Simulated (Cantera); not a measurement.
Charge: 1 mol SiC, a varied amount of N₂O, 320 mol H₂, at 1600 °C and 2.10 bar.

Method: chemical equilibrium by Gibbs-energy minimisation in Cantera with the NASA 1993 tables (ideal gas, pure condensed phases). Candidate condensed phases: C, C₆H₆, C₇H₈, C₈H₁₈, H₂O, Si, SiC, SiO₂, Si₂N₂O, Si₃N₄; 151 gas species. Mutual solubility and eutectic melting of coexisting phases are not modelled. The tables hold silica as quartz up to 1696 K and as liquid above; real silica turns to tridymite and cristobalite and melts near 1996 K. Gases not in the tables: Si₂H₆ and higher silanes. Rates play no part.

log p: log10 of the partial pressure in bar; n: condensed amount in mol.

| n(N₂O) (mol) | log p H₂ | log p N₂ | log p SiO | log p CO | log p H₂O | log p H | n SiC(s) | n Si₂N₂O(s) | n SiO₂(condensed) |
|---|---|---|---|---|---|---|---|---|---|
| 0.39 | 0.32 | -2.60 | -2.86 | -2.93 | -5.19 | -3.03 | 0.781 | 0 | 0 |
| 0.48 | 0.32 | -2.51 | -2.78 | -2.84 | -5.10 | -3.03 | 0.736 | 0 | 0 |
| 0.6 | 0.32 | -2.41 | -2.68 | -2.73 | -5.00 | -3.03 | 0.675 | 0 | 0 |
| 0.75 | 0.32 | -2.31 | -2.59 | -2.63 | -4.91 | -3.03 | 0.600 | 0 | 0 |
| 0.94 | 0.32 | [?] | [?] | [?] | [?] | -3.03 | [?] | 0 | 0 |
| 1.2 | 0.32 | -2.11 | -2.39 | -2.42 | -4.70 | -3.03 | 0.373 | 0 | 0 |
| 1.5 | 0.32 | -2.01 | -2.30 | -2.33 | -4.61 | -3.03 | 0.223 | 0 | 0 |
| 1.8 | 0.32 | [?] | -2.23 | [?] | [?] | -3.03 | [?] | [?] | 0 |
| 2.3 | 0.32 | -1.83 | -2.19 | -2.19 | -2.71 | -3.03 | 0 | 0 | 0 |
| 2.8 | 0.32 | -1.74 | -2.31 | -2.19 | -2.44 | -3.03 | 0 | 0 | 0.240 |

Question: Some entries are withheld; supply them.

Answer: 
- 0.94, log p N₂: -2.22
- 0.94, log p SiO: -2.50
- 0.94, log p CO: -2.53
- 0.94, log p H₂O: -4.81
- 0.94, n SiC(s): 0.504
- 1.8, log p N₂: -1.94
- 1.8, log p CO: -2.24
- 1.8, log p H₂O: -4.53
- 1.8, n SiC(s): 0.0658
- 1.8, n Si₂N₂O(s): 0.0126
